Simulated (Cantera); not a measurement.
Input (Python, Cantera) and output of one run.

```python
import numpy as np
import cantera as ct

gas_names = """
    HF F2 OH
""".split()
cond_names = """
    Cu2O(s) Cu2O(L) CuF2(s) CuF2(L)
""".split()


# ... load() reads the species with a 1 bar reference pressure and builds the phases ...
species = {s.name: s for s in load("nasa_gas.yaml", gas_names) + load("nasa_condensed.yaml", cond_names)}
# Each term lists the table entries of one substance; the one whose range holds T is used.
reactions = {
    '2 HF(g) + 3 F2(g) + 2 Cu2O = 4 CuF2 + 2 OH(g)':
        [(-2, ['HF']), (-3, ['F2']), (-2, ['Cu2O(s)', 'Cu2O(L)']), (4, ['CuF2(s)', 'CuF2(L)']), (2, ['OH'])],
}


def pick(names, T):
    return next(species[n] for n in names if species[n].thermo.min_temp <= T <= species[n].thermo.max_temp)


results = []
for label, terms in reactions.items():
    print(label)
    print("     T/K   dH/kJ  dS/(J/K)   dG/kJ   log10 K")
    for T in [1673, 1723, 1773, 1823, 1873, 1923, 1973, 2023, 2073]:
        used = [(nu, pick(names, T)) for nu, names in terms]
        dH = sum(nu * s.thermo.h(T) for nu, s in used) / 1e6
        dS = sum(nu * s.thermo.s(T) for nu, s in used) / 1e3
        dG = dH - T * dS / 1e3
        logK = -dG * 1e6 / (ct.gas_constant * T * np.log(10))
        results.append((label, T, dH, dS, dG, logK, [s.name for _, s in used]))
        print(f"{T:8g} {dH:8.1f} {dS:8.1f} {dG:8.1f} {logK:8.2f}")
```

Result:

```
2 HF(g) + 3 F2(g) + 2 Cu2O = 4 CuF2 + 2 OH(g)
     T/K   dH/kJ  dS/(J/K)   dG/kJ   log10 K
    1673   -979.0   -213.2   -622.2    19.43
    1723   -974.6   -210.7   -611.6    18.54
    1773   -970.2   -208.2   -601.2    17.71
    1823   -965.9   -205.7   -590.8    16.93
    1873   -961.6   -203.4   -580.6    16.19
    1923   -957.2   -201.1   -570.5    15.50
    1973   -952.9   -198.9   -560.5    14.84
    2023   -948.6   -196.7   -550.6    14.22
    2073   -944.2   -194.6   -540.8    13.63
```

Standard-state values (1 bar) from the NASA 1993 polynomials, evaluated with Cantera. Condensed species are held in their standard states even where they would react or evaporate.
